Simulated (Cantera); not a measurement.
A Cantera script and its output.

```python
import numpy as np
import cantera as ct

gas = ct.Solution("gri30.yaml")
gas.TPX = 1350, 230000, {'CH4': 1, 'O2': 5.56, 'N2': 20.9, 'H2O': 5.9}
reactor = ct.IdealGasReactor(gas, energy="on", clone=False)
net = ct.ReactorNet([reactor])
net.rtol, net.atol = 1e-08, 1e-16
show = ['CH4', 'O2', 'H2O', 'O', 'C2H4']
times = np.geomspace(1e-06, 3, 16)

steps = ct.SolutionArray(gas, extra=["t"])
rows = []
print(f"{'t/s':>10s}{'T/K':>9s}{'P/Pa':>11s}" + "".join(f"{s:>11s}" for s in show))
for t in times:
    while net.time < t:
        t_next = net.step()
        steps.append(gas.state, t=t_next)
    rows.append([np.interp(t, steps.t, y) for y in (steps.T, steps.P, *steps(*show).X.T)])
    print(f"{t:10.3e}{rows[-1][0]:9.1f}{rows[-1][1]:11.4g}" + "".join(f"{x:11.3e}" for x in rows[-1][2:]))
rate = np.gradient(steps.T, steps.t)
print("integrator steps:", len(steps.t))
if steps.T.max() > steps.T[0] + 200:
    print(f"time of steepest temperature rise: {steps.t[rate.argmax()]:.4e} s")
gas.TPX = 1350, 230000, {'CH4': 1, 'O2': 5.56, 'N2': 20.9, 'H2O': 5.9}
gas.equilibrate("UV")
print(f"equilibrium (UV): T = {gas.T:.1f} K  " + "  ".join(f"{s} {gas[s].X[0]:.3e}" for s in show))
```

Output:

```
       t/s      T/K       P/Pa        CH4         O2        H2O          O       C2H4
 1.000e-06   1350.0    2.3e+05  2.998e-02  1.667e-01  1.769e-01  1.473e-10  3.000e-17
 2.703e-06   1350.0    2.3e+05  2.998e-02  1.667e-01  1.769e-01  2.646e-10  1.327e-15
 7.305e-06   1350.0    2.3e+05  2.998e-02  1.667e-01  1.769e-01  3.684e-10  4.500e-14
 1.974e-05   1350.0    2.3e+05  2.998e-02  1.667e-01  1.769e-01  6.410e-10  1.242e-12
 5.336e-05   1350.0    2.3e+05  2.998e-02  1.667e-01  1.769e-01  1.515e-09  3.627e-11
 1.442e-04   1350.0    2.3e+05  2.997e-02  1.667e-01  1.769e-01  5.037e-09  1.482e-09
 3.898e-04   1350.1    2.3e+05  2.995e-02  1.666e-01  1.769e-01  2.304e-08  9.538e-08
 1.054e-03   1351.5  2.303e+05  2.969e-02  1.665e-01  1.771e-01  8.216e-08  4.114e-06
 2.848e-03   2099.8  3.582e+05  2.340e-16  1.059e-01  2.347e-01  2.464e-04  3.615e-27
 7.696e-03   2100.1  3.582e+05  1.758e-21  1.059e-01  2.348e-01  2.406e-04  2.724e-33
 2.080e-02   2099.7  3.581e+05  1.509e-21  1.058e-01  2.348e-01  2.399e-04  2.103e-33
 5.622e-02   2098.8   3.58e+05  1.484e-21  1.056e-01  2.348e-01  2.382e-04  1.492e-33
 1.519e-01   2096.4  3.575e+05  1.420e-21  1.051e-01  2.348e-01  2.338e-04  5.494e-31
 4.107e-01   2091.5  3.567e+05  1.296e-21  1.042e-01  2.349e-01  2.252e-04  5.927e-29
 1.110e+00   2086.3  3.558e+05  1.171e-21  1.032e-01  2.349e-01  2.163e-04  7.238e-34
 3.000e+00   2085.0  3.556e+05  1.143e-21  1.030e-01  2.349e-01  2.142e-04  2.772e-30
integrator steps: 1727
time of steepest temperature rise: 2.6652e-03 s
equilibrium (UV): T = 2085.0 K  CH4 1.809e-21  O2 1.030e-01  H2O 2.349e-01  O 2.141e-04  C2H4 1.021e-33
```

Detailed kinetics in Cantera: GRI-Mech 3.0 (53 species, 325 reactions).
